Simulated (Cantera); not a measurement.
Input (Python, Cantera):

```python
import numpy as np
import cantera as ct

gas = ct.Solution("gri30.yaml")


def delay(T, t_max=10):
    gas.TPX = T, 100000, {'CH4': 1, 'O2': 2.6, 'N2': 9.77, 'H2O': 0.4}
    reactor = ct.IdealGasReactor(gas, clone=False)
    net = ct.ReactorNet([reactor])
    net.rtol, net.atol = 1e-8, 1e-16
    while net.time < t_max:
        t_old, T_old = net.time, reactor.T
        net.step()
        if reactor.T > T + 400:  # ignition: a rise of 400 K
            return t_old + (T + 400 - T_old) / (reactor.T - T_old) * (net.time - t_old)
    return np.nan


taus = []
for T in [1250, 1350, 1450, 1550, 1650, 1750]:
    taus.append(delay(T))
    print(f"T0 = {T:6g} K   tau = {taus[-1]:.4e} s")
```

Result:

```
T0 =   1250 K   tau = 2.0515e-02 s
T0 =   1350 K   tau = 5.6744e-03 s
T0 =   1450 K   tau = 1.8053e-03 s
T0 =   1550 K   tau = 6.6943e-04 s
T0 =   1650 K   tau = 2.8871e-04 s
T0 =   1750 K   tau = 1.4117e-04 s
```

Cantera simulation using GRI-Mech 3.0 (53 species, 325 reactions); the numbers are that mechanism's predictions, not measurements.
